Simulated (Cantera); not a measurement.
Input (Python, Cantera):

```python
import numpy as np
import cantera as ct

surf = ct.Interface("diamond.yaml", "diamond_100")
gas, bulk = surf.adjacent["gas"], surf.adjacent["diamond"]
k = surf.kinetics_species_index(bulk.species_names[0])
cover = ["c6HH", "c6H*", "c6*H", "c6**", "c6HM", "c6B"]

rows, drift = [], 0.0
print(f"{'xH':>10s}{'um/h':>11s}" + "".join(f"{s:>11s}" for s in cover))
for v in [0.0001, 0.00025, 0.00063, 0.0016, 0.0039, 0.0099, 0.025, 0.062, 0.16]:
    T, P, xH, xCH3 = 1100, 4900, v, 0.0013
    gas.TPX = T, P, {"H": xH, "CH3": xCH3, "CH4": 0.0029, "H2": 1 - xH - xCH3 - 0.0029}
    surf.TP = bulk.TP = T, P
    surf.coverages = "c6H*:0.1, c6HH:0.9"
    surf.advance_coverages(100.0)
    before = surf.coverages
    surf.advance_coverages(100.0)
    drift = max(drift, np.max(np.abs(surf.coverages - before) / (surf.coverages + 1e-9)))
    rate = surf.net_production_rates[k] * bulk.mean_molecular_weight / bulk.density * 3.6e9
    rows.append([rate, *surf[cover].coverages])
    print(f"{v:10.4g}{rate:11.4e}" + "".join(f"{x:11.3e}" for x in rows[-1][1:]))
```

Output:

```
        xH       um/h       c6HH       c6H*       c6*H       c6**       c6HM        c6B
    0.0001 1.3751e+00  4.992e-01  1.886e-02  2.989e-01  2.150e-03  1.127e-01  3.731e-09
   0.00025 3.6872e+00  4.495e-01  2.064e-02  3.270e-01  4.654e-03  1.251e-01  1.001e-08
   0.00063 8.8513e+00  4.318e-01  2.173e-02  3.444e-01  8.151e-03  1.243e-01  2.402e-08
    0.0016 1.8180e+01  4.392e-01  2.308e-02  3.656e-01  1.179e-02  1.040e-01  4.933e-08
    0.0039 2.9521e+01  4.608e-01  2.475e-02  3.917e-01  1.467e-02  7.058e-02  8.011e-08
    0.0099 3.9706e+01  4.837e-01  2.633e-02  4.156e-01  1.672e-02  3.774e-02  1.077e-07
     0.025 4.5872e+01  4.982e-01  2.741e-02  4.301e-01  1.786e-02  1.733e-02  1.245e-07
     0.062 4.8914e+01  5.052e-01  2.825e-02  4.367e-01  1.844e-02  7.462e-03  1.327e-07
      0.16 5.0557e+01  5.083e-01  2.948e-02  4.388e-01  1.887e-02  2.989e-03  1.372e-07
```

Computed with Cantera and the Harris–Goodwin 1993 mechanism for the reconstructed diamond (100) surface.
